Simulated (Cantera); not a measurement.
Cantera run, input and output.

```python
import numpy as np
import cantera as ct

surf = ct.Interface("ptcombust.yaml", "Pt_surf")
gas = surf.adjacent["gas"]
gas.TPX = 825, 101325, {'CO': 0.027, 'O2': 0.066, 'N2': 0.79}
surf.TP = 825, 101325
reactor = ct.FlowReactor(gas, clone=False)
reactor.area = 0.0001  # m2
reactor.surface_area_to_volume_ratio = 180  # 1/m
reactor.mass_flow_rate = 0.16 * reactor.area * gas.density  # inlet velocity 0.16 m/s
reactor.energy_enabled = False
wall = ct.ReactorSurface(surf, reactor, clone=False)
net = ct.ReactorNet([reactor])
net.rtol, net.atol = 1e-8, 1e-16
show, cover = ['CO', 'O2', 'H2O', 'CO2'], ['PT(S)', 'H(S)', 'O(S)', 'OH(S)', 'CO(S)', 'C(S)']

rows = []
print(f"{'z/m':>9s}{'u/(m/s)':>9s}" + "".join(f"{s:>13s}" for s in show + cover))
for z in [7.4e-05, 0.00014, 0.00027, 0.00053, 0.001, 0.002, 0.0038, 0.0074]:
    net.advance(z)
    rows.append([reactor.speed, *gas[show].X, *surf[cover].coverages])
    print(f"{z:9.4g}{rows[-1][0]:9.3g}" + "".join(f"{x:13.4e}" for x in rows[-1][1:]))
```

Result:

```
      z/m  u/(m/s)           CO           O2          H2O          CO2        PT(S)         H(S)         O(S)        OH(S)        CO(S)         C(S)
  7.4e-05     0.16   2.8400e-02   7.3722e-02  -1.3778e-28   2.2119e-03   1.4499e-01  -1.6296e-22   7.8362e-03  -1.3553e-19   8.4717e-01   8.9829e-11
  0.00014     0.16   2.6325e-02   7.2747e-02  -1.7633e-28   4.3187e-03   1.5079e-01  -2.1055e-21   8.4268e-03  -1.8809e-18   8.4078e-01   8.6219e-11
  0.00027    0.159   2.1731e-02   7.0589e-02   5.0074e-28   8.9840e-03   1.6668e-01  -2.7386e-21   1.0205e-02  -2.0305e-18   8.2311e-01   7.7041e-11
  0.00053    0.158   5.6087e-03   6.3015e-02  -8.1610e-29   2.5357e-02   3.7905e-01  -2.7523e-23   7.0447e-02   7.3769e-19   5.5050e-01   1.6975e-11
    0.001    0.158   1.0528e-03   6.0874e-02   1.6922e-27   2.9983e-02   6.8661e-02   6.5576e-22   9.3092e-01   1.9336e-18   4.1720e-04   1.7634e-16
    0.002    0.158   2.3302e-04   6.0489e-02   2.4422e-28   3.0816e-02   6.1538e-02  -1.0746e-25   9.3839e-01  -1.6360e-20   7.3616e-05   2.7665e-17
   0.0038    0.158   2.0453e-05   6.0389e-02   1.5233e-29   3.1032e-02   6.0066e-02   2.0439e-25   9.3993e-01   2.9163e-20   6.1466e-06   2.2510e-18
   0.0074    0.158   1.7221e-07   6.0380e-02   1.3333e-31   3.1052e-02   5.9932e-02   8.6321e-25   9.4007e-01   1.2933e-19   5.1513e-08   1.8820e-20
```

Model: Deutschmann's 1995 Pt surface mechanism with GRI-Mech 3.0 gas chemistry, integrated in Cantera. Catalytic surfaces can have several steady states; this one follows from the mechanism file's or the stated starting coverage. Mass transfer to the wall is taken as infinitely fast.
